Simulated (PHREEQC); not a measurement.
0.13 g of hydrous ferric oxide (600 m²/g; 0.2 weak and 0.005 strong sites per Fe, Dzombak-Morel constants, diffuse double layer) in 1 kg of water with 0.05 mol/kgw of an inert sodium salt, at 25 °C; the pH is set by adding NaOH or the inert anion's acid. Oxygen alone is held at its pressure in air (log pO2 = -0.68). No CO2 enters from the air. Precipitation was switched off in this run.

The numbers come from PHREEQC with the ion-association model, wateq4f.dat.

| pH | surface charge σ (C/m²) | surface potential ψ (mV) |
|---|---|---|
| 3 | 0.357 | 169 |
| 3.75 | ? | ? |
| 4.5 | ? | ? |
| 5.25 | 0.154 | 127 |
| 6 | ? | ? |
| 6.75 | 0.045 | 67 |
| 7.5 | 0.017 | 31 |
| 8.25 | -0.004 | -7 |
| 9 | -0.026 | -45 |

Problem. What belongs in the gaps?

Solution. 
- 3.75, surface charge σ (C/m²): 0.317
- 3.75, surface potential ψ (mV): 164
- 4.5, surface charge σ (C/m²): 0.238
- 4.5, surface potential ψ (mV): 149
- 6, surface charge σ (C/m²): 0.089
- 6, surface potential ψ (mV): 99

Species that the database lacks are ignored. The oxide is taken as insoluble; below pH 4 it would dissolve.
